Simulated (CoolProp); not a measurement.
n-perfluorohexane at several states: density (kg/m³) from the reference equation and from simpler models built on Tc = 448.0 K, pc = 1.742 MPa, ω = 0.497; each cubic takes its own stable root.

The numbers come from the reference Helmholtz-energy equation of state, Gao 2022 in CoolProp.

```json
[
 {"T (K)": "247.7", "p (MPa)": "0.422", "phase": "liquid", "reference": "1819", "van der Waals": "1008", "Redlich-Kwong": "?", "Soave-Redlich-Kwong": "1569", "Peng-Robinson": "1765"},
 {"T (K)": "418.9", "p (MPa)": "0.409", "phase": "gas", "reference": "44.84", "van der Waals": "43.56", "Redlich-Kwong": "44.33", "Soave-Redlich-Kwong": "44.67", "Peng-Robinson": "45.15"},
 {"T (K)": "247.2", "p (MPa)": "0.066", "phase": "liquid", "reference": "1819", "van der Waals": "11.38", "Redlich-Kwong": "1487", "Soave-Redlich-Kwong": "1569", "Peng-Robinson": "1764"},
 {"T (K)": "225.4", "p (MPa)": "0.0859", "phase": "liquid", "reference": "1879", "van der Waals": "1035", "Redlich-Kwong": "1536", "Soave-Redlich-Kwong": "1608", "Peng-Robinson": "1806"},
 {"T (K)": "416.1", "p (MPa)": "3.64", "phase": "liquid", "reference": "?", "van der Waals": "805.8", "Redlich-Kwong": "1048", "Soave-Redlich-Kwong": "1093", "Peng-Robinson": "1228"},
 {"T (K)": "233.2", "p (MPa)": "6.73", "phase": "liquid", "reference": "1875", "van der Waals": "1073", "Redlich-Kwong": "1556", "Soave-Redlich-Kwong": "1615", "Peng-Robinson": "?"}
]
```

Problem. Fill in the missing entries.

Solution. 
- 247.7, Redlich-Kwong: 1489
- 416.1, reference: 1296
- 233.2, Peng-Robinson: 1811

At some of these states van der Waals gives the other phase, because its saturation line lies elsewhere.
